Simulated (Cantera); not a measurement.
Standard-state values (1 bar) from the NASA 1993 polynomials, evaluated with Cantera. Values are per mole of reaction as written; species without (g) are pure solids or liquids, kept so even where they would boil at 1 bar.

2 CF3(g) + Pb = PbF2 + 2 CF2(g)

```json
[
 {"T (K)": "300", "ΔH° (kJ)": "-100.4", "ΔS° (J/K)": "-0.2", "ΔG° (kJ)": "-100.3", "log10 K": "17.46", "condensed phases": "Pb(s), PbF2(s)"},
 {"T (K)": "675", "ΔH° (kJ)": "-93.6", "ΔS° (J/K)": "14.6", "ΔG° (kJ)": "-103.5", "log10 K": "8.01", "condensed phases": "Pb(l), PbF2(s)"},
 {"T (K)": "825", "ΔH° (kJ)": "-85.6", "ΔS° (J/K)": "25.5", "ΔG° (kJ)": "-106.6", "log10 K": "6.75", "condensed phases": "Pb(l), PbF2(s)"},
 {"T (K)": "975", "ΔH° (kJ)": "(withheld)", "ΔS° (J/K)": "(withheld)", "ΔG° (kJ)": "(withheld)", "log10 K": "(withheld)", "condensed phases": "Pb(l), PbF2(s)"},
 {"T (K)": "1125", "ΔH° (kJ)": "-65.7", "ΔS° (J/K)": "44.2", "ΔG° (kJ)": "-115.5", "log10 K": "5.36", "condensed phases": "Pb(l), PbF2(l)"},
 {"T (K)": "1275", "ΔH° (kJ)": "(withheld)", "ΔS° (J/K)": "(withheld)", "ΔG° (kJ)": "(withheld)", "log10 K": "(withheld)", "condensed phases": "Pb(l), PbF2(l)"},
 {"T (K)": "1425", "ΔH° (kJ)": "-55.4", "ΔS° (J/K)": "52.3", "ΔG° (kJ)": "-130.0", "log10 K": "4.76", "condensed phases": "Pb(l), PbF2(l)"},
 {"T (K)": "1575", "ΔH° (kJ)": "-50.4", "ΔS° (J/K)": "55.7", "ΔG° (kJ)": "-138.1", "log10 K": "4.58", "condensed phases": "Pb(l), PbF2(l)"},
 {"T (K)": "1725", "ΔH° (kJ)": "-45.5", "ΔS° (J/K)": "58.7", "ΔG° (kJ)": "-146.7", "log10 K": "4.44", "condensed phases": "Pb(l), PbF2(l)"},
 {"T (K)": "1875", "ΔH° (kJ)": "(withheld)", "ΔS° (J/K)": "(withheld)", "ΔG° (kJ)": "(withheld)", "log10 K": "(withheld)", "condensed phases": "Pb(l), PbF2(l)"},
 {"T (K)": "2025", "ΔH° (kJ)": "(withheld)", "ΔS° (J/K)": "(withheld)", "ΔG° (kJ)": "(withheld)", "log10 K": "(withheld)", "condensed phases": "Pb(l), PbF2(l)"}
]
```

Task: Complete the blanks.

Result: 
- 975, ΔH° (kJ): -82.6
- 975, ΔS° (J/K): 28.9
- 975, ΔG° (kJ): -110.7
- 975, log10 K: 5.93
- 1275, ΔH° (kJ): -60.6
- 1275, ΔS° (J/K): 48.5
- 1275, ΔG° (kJ): -122.4
- 1275, log10 K: 5.02
- 1875, ΔH° (kJ): -40.6
- 1875, ΔS° (J/K): 61.4
- 1875, ΔG° (kJ): -155.7
- 1875, log10 K: 4.34
- 2025, ΔH° (kJ): -35.7
- 2025, ΔS° (J/K): 63.9
- 2025, ΔG° (kJ): -165.1
- 2025, log10 K: 4.26
